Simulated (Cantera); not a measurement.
Feed: 1 mol AlBr₃, 5.5 mol N₂, 3.7 mol H₂, equilibrated at 0.0710 bar.

Cantera equilibrium calculation (NASA polynomials, part measured and part estimated; ideal gas, pure solids and liquids). Candidate condensed phases: Al, AlBr₃, AlN, Br₂; 19 gas species. Kinetics and transport are ignored.

What share of the Al ends up in condensed phases as a function of T (K), at 1248, 1398, 1548, 1698, 1848, 1998, 2148?


```tsv
T (K)	Al condensed (%)	as
1248	34.0	AlN(s)
1398	32.2	AlN(s)
1548	29.8	AlN(s)
1698	14.9	AlN(s)
1848	0.0	-
1998	0.0	-
2148	0.0	-
```
